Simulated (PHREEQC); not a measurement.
Dissolve 100 mmol/kgw Cu(NO3)2, 18 mmol/kgw HBF4 and 0.27 mmol/kgw NaCl at 85 °C. Closed to the air; pH follows from the charge balance.

The numbers come from PHREEQC with the ion-association model, wateq4f.dat.

Question: The ionic strength comes out as 0.314 mol/kgw. What activity coefficients do H+, BF(OH)3-, Na+, CuF+, BF4- get?

Answer: H+ 0.76, BF(OH)3- 0.60, Na+ 0.69, CuF+ 0.70, BF4- 0.60.

This is a speciation only: nothing precipitates in the calculation. Species that the database lacks are ignored. At this temperature some constants are extrapolated from 25 °C, and those without enthalpy data are left unchanged. Real BF4- forms and hydrolyses slowly; the run takes it at equilibrium.
